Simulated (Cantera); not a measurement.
Charge: 1 mol trisilylamine, 45 mol NH3, 0.47 mol H2, equilibrated at 1898.15 K and 5.70 Pa.

Equilibrium computed with Cantera from the NASA thermochemical tables; the gas is ideal and each condensed phase is pure. Candidate condensed phases: Si, Si3N4; 18 gas species. The feed counts by its element totals alone. The tables' values for SiN are old estimates; treat these amounts as uncertain. Equilibrium is a limit: real reactors are often held back by kinetics, nucleation or transport.

Base state: H2 0.663, N2 0.224, H 0.0844, Si 0.0289, SiH 0.000155, SiN 3.47e-5, Si2 3.10e-5 (mole fractions); condensed: gas only.

**Question.** What changes in the equilibrium state with this change: temperature from 1898.15 K to 1400 K?

**Answer.** 
```
species          before     after
-------------  --------  --------
H2                0.663     0.775
N2                0.224     0.225
H                0.0844  0.000567
Si               0.0289   8.45e-6
Si2             3.10e-5   2.94e-9
SiN             3.47e-5   6.14e-8
SiH            0.000155   2.80e-7
Si3N4(s), mol         0     1.000
```
